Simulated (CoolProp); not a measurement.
Water along the isobar 47.6 MPa: density (kg/m³) from the reference equation and from simpler models built on Tc = 647.1 K, pc = 22.06 MPa, ω = 0.344; each cubic takes its own stable root.

The numbers come from the reference Helmholtz-energy equation of state, Wagner 2002 in CoolProp.

```csv
T (K),phase,reference
384.5,liquid,971.5
414.4,liquid,948.8
444.4,liquid,923.0
474.3,liquid,894.4
504.2,liquid,862.6
534.2,liquid,826.9
564.1,liquid,786.9
594.1,liquid,740.9
624,liquid,686.8
653.9,supercritical,620.4
683.9,supercritical,532.6
713.8,supercritical,415.2
```

**Question.** How far does each simpler model (van der Waals, Soave-Redlich-Kwong, Peng-Robinson) lie from the reference over these 12 states: mean and median of the absolute difference, and the worst?

**Answer.** 
- van der Waals: mean 46.6 %, median 49.7 %, worst -51.0 % at 414.4 K and 47.6 MPa
- Soave-Redlich-Kwong: mean 29.2 %, median 29.0 %, worst -32.6 % at 683.9 K and 47.6 MPa
- Peng-Robinson: mean 20.9 %, median 20.1 %, worst -26.2 % at 683.9 K and 47.6 MPa
